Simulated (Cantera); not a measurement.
Input (Python, Cantera):

```python
import numpy as np
import cantera as ct

gas = ct.Solution("gri30.yaml")
gas.TPX = 473, 460000, {'CO': 1, 'H2': 0.96, 'CH4': 0.038, 'O2': 2.51, 'N2': 9.45, 'CO2': 0.52}
inlet = ct.Reservoir(gas, clone=True)
gas.equilibrate("HP")  # start burning
reactor = ct.IdealGasConstPressureReactor(gas, energy="on", clone=False)
exhaust = ct.Reservoir(gas, clone=True)
tau = [0.15, 0.076, 0.037, 0.018, 0.009, 0.0044, 0.0022, 0.0011, 0.00052, 0.00026, 0.00013, 6.2e-05][0]
for a, b in ((inlet, reactor), (reactor, exhaust)):
    ct.MassFlowController(a, b, mdot=lambda t: reactor.mass / tau)
net = ct.ReactorNet([reactor])
show = ['CO', 'H2', 'CH4', 'O', 'C2H', 'CH3']

rows = []
print(f"{'tau/s':>10s}{'T/K':>9s}" + "".join(f"{s:>11s}" for s in show))
for tau in [0.15, 0.076, 0.037, 0.018, 0.009, 0.0044, 0.0022, 0.0011, 0.00052, 0.00026, 0.00013, 6.2e-05]:
    net.initial_time = 0.0
    net.advance(30 * tau)
    before = gas.X
    net.advance(40 * tau)
    drift = np.max(np.abs(gas.X - before) / (gas.X + 1e-9))
    rows.append([gas.T, *gas[show].X, drift])
    print(f"{tau:10.3e}{gas.T:9.1f}" + "".join(f"{x:11.3e}" for x in gas[show].X))
```

Output:

```
     tau/s      T/K         CO         H2        CH4          O        C2H        CH3
 1.500e-01   1598.7  1.882e-04  1.883e-05  4.660e-07  1.733e-05  5.259e-16  6.795e-08
 7.600e-02   1597.5  3.005e-04  2.975e-05  7.271e-07  2.665e-05  1.026e-15  1.059e-07
 3.700e-02   1595.6  4.925e-04  4.830e-05  1.161e-06  4.248e-05  1.932e-15  1.660e-07
 1.800e-02   1592.6  8.074e-04  7.852e-05  1.852e-06  6.812e-05  3.359e-15  2.556e-07
 9.000e-03   1588.0  1.301e-03  1.255e-04  2.907e-06  1.074e-04  5.268e-15  3.808e-07
 4.400e-03   1580.4  2.134e-03  2.045e-04  4.659e-06  1.712e-04  7.644e-15  5.668e-07
 2.200e-03   1568.5  3.469e-03  3.305e-04  7.452e-06  2.658e-04  9.924e-15  8.258e-07
 1.100e-03   1549.1  5.703e-03  5.436e-04  1.226e-05  4.027e-04  1.157e-14  1.204e-06
 5.200e-04   1511.9  1.006e-02  9.798e-04  2.268e-05  5.941e-04  1.194e-14  1.855e-06
 2.600e-04   1436.7  1.901e-02  2.061e-03  5.169e-05  7.097e-04  1.027e-14  3.115e-06
 1.300e-04    473.0  6.907e-02  6.631e-02  2.625e-03  1.212e-20 -4.102e-51  7.153e-22
 6.200e-05    473.0  6.907e-02  6.631e-02  2.625e-03  8.939e-21 -2.121e-53  2.559e-22
```

Cantera simulation using GRI-Mech 3.0 (53 species, 325 reactions); the numbers are that mechanism's predictions, not measurements.
